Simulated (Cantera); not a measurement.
A freely propagating, adiabatic, planar premixed flame of H2 : O2 : N2 = 1 : 0.278 : 0.778 (molar parts), unburnt at 450 K and 101000 Pa; mixture-averaged transport, grid criteria slope 0.08 and curve 0.16, no radiation.

Model: the H2/O2 subset of GRI-Mech 3.0, which has no nitrogen chemistry, integrated in Cantera. Burning velocities carry a grid error of a few per cent, more on coarse grids.

Q: How do the results move with these cheaper or finer settings: unity-Lewis-number transport; multicomponent transport; multicomponent+Soret transport; grid criteria slope 0.5, curve 1; grid criteria slope 0.25, curve 0.5; grid criteria slope 0.03, curve 0.06?

A: 
```json
[
 {"setting": "as above", "laminar burning velocity": "705 cm/s", "thermal thickness": "0.379 mm", "peak x(H2O2)": "4.26e-5", "peak x(OH)": "0.00904", "grid points": "118"},
 {"setting": "unity-Lewis-number transport", "laminar burning velocity": "433 cm/s", "thermal thickness": "0.332 mm", "peak x(H2O2)": "1.49e-5", "peak x(OH)": "0.00897", "grid points": "110"},
 {"setting": "multicomponent transport", "laminar burning velocity": "686 cm/s", "thermal thickness": "0.384 mm", "peak x(H2O2)": "4.12e-5", "peak x(OH)": "0.00901", "grid points": "118"},
 {"setting": "multicomponent+Soret transport", "laminar burning velocity": "660 cm/s", "thermal thickness": "0.373 mm", "peak x(H2O2)": "4.29e-5", "peak x(OH)": "0.00906", "grid points": "118"},
 {"setting": "grid criteria slope 0.5, curve 1", "laminar burning velocity": "766 cm/s", "thermal thickness": "0.497 mm", "peak x(H2O2)": "2.86e-5", "peak x(OH)": "0.0102", "grid points": "39"},
 {"setting": "grid criteria slope 0.25, curve 0.5", "laminar burning velocity": "731 cm/s", "thermal thickness": "0.421 mm", "peak x(H2O2)": "3.84e-5", "peak x(OH)": "0.00949", "grid points": "57"},
 {"setting": "grid criteria slope 0.03, curve 0.06", "laminar burning velocity": "701 cm/s", "thermal thickness": "0.370 mm", "peak x(H2O2)": "4.45e-5", "peak x(OH)": "0.00890", "grid points": "283"}
]
```
Unity Lewis numbers drop preferential diffusion, which matters most where H2 and H carry the flame; Soret adds thermal diffusion.
